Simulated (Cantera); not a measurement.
Cantera run:

```python
import numpy as np
import cantera as ct

gas_names = """
    H H2 H2S Ni NiS S SH S2 S8
""".split()
cond_names = """
    Ni(cr) Ni(L) NiS(b) NiS(a) NiS(L) NiS2(s) NiS2(L) Ni3S2(I) Ni3S2(II) Ni3S2(L) Ni3S4(s) S(cr1) S(cr2)
    S(L)
""".split()


# ... load() reads the species with a 1 bar reference pressure and builds the phases ...
atoms = {
    'NiS': {'Ni': 1, 'S': 1},
    'H2': {'H': 2},
}
top_T = {'Ni3S4(s)': 620}  # K; cautious upper limits of use, not melting points


# ... equilibrate(T, P, feed) seeds the gas with the atoms and calls Mixture.equilibrate('TP', solver="vcs", rtol=1e-11, max_steps=5000) ...
results = []
feed = {'NiS': 1, 'H2': 0.79}  # mol
P = 1700  # Pa
for T in [1123, 1223, 1323, 1423, 1523, 1623, 1723, 1823, 1923]:
    mix = equilibrate(T, P, feed)
    results.append((T, P, feed, dict(zip(mix.species_names, mix.species_moles))))
    x = sorted(zip(gas.X, gas.species_names), reverse=True)
    print(f"T = {T:g} K  P = {P:g} Pa  gas = {mix.phase_moles(0):.4g} mol")
    print("   x: " + "  ".join(f"{s} {v:.3e}" for v, s in x if v > 0.001))
    print("   condensed (mol): " + ("  ".join(f"{mix.phase(i).name} {mix.phase_moles(i):.4g}"
          for i in range(1, mix.n_phases) if mix.phase_moles(i) > 1e-12) or "none"))
```

Output:

```
T = 1123 K  P = 1700 Pa  gas = 0.8015 mol
   x: H2 5.984e-01  H2S 3.871e-01  S2 1.430e-02
   condensed (mol): Ni3S2(L) 0.3333
T = 1223 K  P = 1700 Pa  gas = 0.8248 mol
   x: H2 6.377e-01  H2S 3.198e-01  S2 4.182e-02
   condensed (mol): Ni3S2(L) 0.3333
T = 1323 K  P = 1700 Pa  gas = 0.8555 mol
   x: H2 6.861e-01  H2S 2.364e-01  S2 7.576e-02  SH 1.665e-03
   condensed (mol): Ni3S2(L) 0.3333
T = 1423 K  P = 1700 Pa  gas = 0.8838 mol
   x: H2 7.272e-01  H2S 1.650e-01  S2 1.045e-01  SH 3.235e-03
   condensed (mol): Ni3S2(L) 0.3333
T = 1523 K  P = 1700 Pa  gas = 0.9055 mol
   x: H2 7.563e-01  S2 1.246e-01  H2S 1.133e-01  SH 5.441e-03
   condensed (mol): Ni3S2(L) 0.3333
T = 1623 K  P = 1700 Pa  gas = 0.921 mol
   x: H2 7.749e-01  S2 1.374e-01  H2S 7.843e-02  SH 8.296e-03
   condensed (mol): Ni3S2(L) 0.3333
T = 1723 K  P = 1700 Pa  gas = 0.9323 mol
   x: H2 7.856e-01  S2 1.447e-01  H2S 5.525e-02  SH 1.179e-02  H 1.240e-03  S 1.132e-03
   condensed (mol): Ni3S2(L) 0.3332
T = 1823 K  P = 1700 Pa  gas = 0.9419 mol
   x: H2 7.896e-01  S2 1.479e-01  H2S 3.968e-02  SH 1.587e-02  H 2.953e-03  S 2.632e-03
   condensed (mol): Ni3S2(L) 0.3329
T = 1923 K  P = 1700 Pa  gas = 0.9544 mol
   x: H2 7.855e-01  S2 1.478e-01  H2S 2.891e-02  SH 2.039e-02  H 6.403e-03  S 5.551e-03  Ni 2.928e-03  NiS 2.585e-03
   condensed (mol): Ni3S2(L) 0.3316
```

Equilibrium computed with Cantera from the NASA thermochemical tables; the gas is ideal and each condensed phase is pure. Gases not in the tables: S3 to S7.
